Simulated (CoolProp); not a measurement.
Model: reference Helmholtz-energy equation of state, Gao 2022, in CoolProp.

### Question
Give the vapour pressure (MPa), liquid density (kg/m³), enthalpy of vaporisation (kJ/kg), liquid cp (kJ/(kg K)) of saturated n-perfluorohexane at 326.7, 336.2, 364.6 K.

### Answer
```tsv
T (K)	p (MPa)	liquid density (kg/m³)	enthalpy of vaporisation (kJ/kg)	liquid cp (kJ/(kg K))
326.7	0.0896	1590	85.5	1.09
336.2	0.123	1560	82.8	1.11
364.6	0.284	1460	73.8	1.16
```
